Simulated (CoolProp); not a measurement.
A single-stage vapour-compression cycle with ethylene: evaporating at 204.15 K (dew point), condensing at 257.15 K (bubble point), superheat 8 K, subcooling 5 K, compressor efficiency 0.75, no pressure losses. Each further row changes one setting.

The numbers come from the reference Helmholtz-energy equation of state, Smukala 2000 in CoolProp.

```
case                              cooling COP  pressure ratio  discharge temperature (K)  refrigerating effect (kJ/kg)  volumetric capacity (kJ/m³)
--------------------------------  -----------  --------------  -------------------------  ----------------------------  ---------------------------
as stated                                2.03            5.20                      329.6                           301                         2840
evaporating temperature 209.15 K          [?]             [?]                      321.5                           304                          [?]
condensing temperature 252.15 K           [?]            4.58                        [?]                           316                         2990
subcooling 10 K                          2.14            5.20                      329.6                           317                         2990
superheat 18 K                           2.01            5.20                        [?]                           [?]                         2800
compressor efficiency 0.65               1.76            5.20                        [?]                           301                         2840
```

Problem. Fill in the missing entries.

Solution. 
- evaporating temperature 209.15 K, cooling COP: 2.35
- evaporating temperature 209.15 K, pressure ratio: 4.30
- evaporating temperature 209.15 K, volumetric capacity (kJ/m³): 3440
- condensing temperature 252.15 K, cooling COP: 2.34
- condensing temperature 252.15 K, discharge temperature (K): 319.8
- superheat 18 K, discharge temperature (K): 342.1
- superheat 18 K, refrigerating effect (kJ/kg): 315
- compressor efficiency 0.65, discharge temperature (K): 341.5
